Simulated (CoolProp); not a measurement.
Saturation properties of ammonia.

Computed with CoolProp (reference Helmholtz-energy equation of state, Gao 2020).

```
T (°C)  p (MPa)  liquid cp (kJ/(kg K))  vapour Z  surface tension (mN/m)  vapour viscosity (µPa s)
------  -------  ---------------------  --------  ----------------------  ------------------------
-19.85   0.1913                  4.518    0.9587                    31.0                      8.45
-3.05    0.3824                  4.594    0.9362                    27.0                      8.96
13.75    0.6984                  4.693    0.9068                    23.1                      9.48
30.65     1.189                  4.832    0.8697                    19.2                      10.0
47.45     1.902                  5.031    0.8245                    15.4                      10.6
64.25     2.896                  5.332    0.7700                    11.8                      11.2
81.05     4.237                  5.827    0.7042                    8.39                      12.0
97.85     5.996                  6.797    0.6237                    5.18                      13.1
```

It boils at -33.3 °C under 1 atm.

Viscosity comes from a separate model (Fenghour 1995). Surface tension comes from a separate correlation (Mulero 2012).
